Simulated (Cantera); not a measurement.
Cantera run:

```python
import numpy as np
import cantera as ct

gas_names = [...]  # 92 gases of nasa_gas.yaml made of C, H, N
cond_names = """
    C(gr) C6H6(L) C7H8(L) C8H18(L),n-octa
""".split()


# ... load() reads the species with a 1 bar reference pressure and builds the phases ...
atoms = {
    'C': {'C': 1},
    'NH3': {'N': 1, 'H': 3},
    'H2': {'H': 2},
}
top_T = {'C(gr)': 4500}  # K; cautious upper limits of use, not melting points


# ... equilibrate(T, P, feed) seeds the gas with the atoms and calls Mixture.equilibrate('TP', solver="vcs", rtol=1e-11, max_steps=5000) ...
results = []
feed = {'C': 1, 'NH3': 0.086, 'H2': 28}  # mol
T = 2975  # K
P = 4300  # Pa
mix = equilibrate(T, P, feed)
results.append((T, P, feed, dict(zip(mix.species_names, mix.species_moles))))
x = sorted(zip(gas.X, gas.species_names), reverse=True)
print(f"T = {T:g} K  P = {P:g} Pa  gas = {mix.phase_moles(0):.4g} mol")
print("   x: " + "  ".join(f"{s} {v:.3e}" for v, s in x if v > 0.0001))
print("   condensed (mol): " + ("  ".join(f"{mix.phase(i).name} {mix.phase_moles(i):.4g}"
      for i in range(1, mix.n_phases) if mix.phase_moles(i) > 1e-12) or "none"))
```

It prints:

```
T = 2975 K  P = 4300 Pa  gas = 37.54 mol
   x: H 4.941e-01  H2 4.917e-01  C2H2,acetylene 8.895e-03  C2H 1.482e-03  HCN 1.308e-03  C3 9.706e-04  C 5.187e-04  N2 3.035e-04  HNC 2.420e-04  C2 1.754e-04  CN 1.325e-04
   condensed (mol): none
```

Cantera equilibrium calculation (NASA polynomials, part measured and part estimated; ideal gas, pure solids and liquids).
